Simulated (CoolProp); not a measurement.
A closed Brayton cycle with nitrogen: compressor inlet 324.15 K and 5.2 MPa, high pressure 16.7 MPa, turbine inlet 965 K, compressor efficiency 0.85, turbine efficiency 0.85, recuperator effectiveness 0.8 (on enthalpy, no pinch check). Each further row changes one setting.

Computed with CoolProp (reference Helmholtz-energy equation of state, Span 2000).

```json
[
 {"case": "as stated", "thermal efficiency (%)": "28.8", "net work (kJ/kg)": "91.3", "compressor to turbine work": "0.64", "compressor exit (K)": "476.8", "turbine exit (K)": "749.5"},
 {"case": "turbine inlet 915 K", "thermal efficiency (%)": "[?]", "net work (kJ/kg)": "[?]", "compressor to turbine work": "0.68", "compressor exit (K)": "476.8", "turbine exit (K)": "708.9"},
 {"case": "compressor inlet 334.15 K", "thermal efficiency (%)": "27.5", "net work (kJ/kg)": "[?]", "compressor to turbine work": "[?]", "compressor exit (K)": "491.2", "turbine exit (K)": "749.5"},
 {"case": "high pressure 14.2 MPa", "thermal efficiency (%)": "[?]", "net work (kJ/kg)": "86.5", "compressor to turbine work": "[?]", "compressor exit (K)": "452.4", "turbine exit (K)": "776.2"},
 {"case": "recuperator effectiveness 0.5", "thermal efficiency (%)": "[?]", "net work (kJ/kg)": "91.3", "compressor to turbine work": "0.64", "compressor exit (K)": "476.8", "turbine exit (K)": "749.5"}
]
```

Q: Fill in the missing entries.

A: 
- turbine inlet 915 K, thermal efficiency (%): 26.5
- turbine inlet 915 K, net work (kJ/kg): 78.0
- compressor inlet 334.15 K, net work (kJ/kg): 86.0
- compressor inlet 334.15 K, compressor to turbine work: 0.66
- high pressure 14.2 MPa, thermal efficiency (%): 29.1
- high pressure 14.2 MPa, compressor to turbine work: 0.61
- recuperator effectiveness 0.5, thermal efficiency (%): 22.4
